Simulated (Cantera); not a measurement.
A perfectly stirred reactor is fed with H₂ : O₂ : N₂ = 1 : 0.649 : 2.44 (molar parts), equivalence ratio 0.77, at 5.00 bar; it is adiabatic with a 398 K inlet, and is followed from long to short residence time, starting on the burning branch (τ in s: 0.021, 0.011, 0.0057, 0.003, 0.0016, 0.00083, 0.00044, 0.00023, 0.00012, 6.3e-05, 3.3e-05, 1.7e-05, 9.1e-06).

Model: GRI-Mech 3.0 (53 species, 325 reactions), integrated in Cantera. The hydrogen kinetics of GRI-Mech 3.0 are dated; newer H2 mechanisms differ, most at raised pressure.

### Question
Predict: blow-out, bracketed by the residence times tried; x(H₂) at τ = 21.0 ms; x(O₂) at τ = 21.0 ms; x(H₂O₂) at τ = 21.0 ms; x(NO) at τ = 21.0 ms; x(NO₂) at τ = 21.0 ms; x(H₂) at τ = 0.440 ms; x(O₂) at τ = 0.440 ms; x(H₂O₂) at τ = 0.440 ms; x(NO) at τ = 0.440 ms; x(NO₂) at τ = 0.440 ms.

### Answer
blow-out, bracketed by the residence times tried: burning at 9.10 µs, the shortest tried
x(H₂) at τ = 21.0 ms: 0.000878
x(O₂) at τ = 21.0 ms: 0.0403
x(H₂O₂) at τ = 21.0 ms: 4.49e-7
x(NO) at τ = 21.0 ms: 0.000946
x(NO₂) at τ = 21.0 ms: 1.20e-6
x(H₂) at τ = 0.440 ms: 0.00382
x(O₂) at τ = 0.440 ms: 0.0410
x(H₂O₂) at τ = 0.440 ms: 8.02e-7
x(NO) at τ = 0.440 ms: 8.50e-5
x(NO₂) at τ = 0.440 ms: 1.28e-7
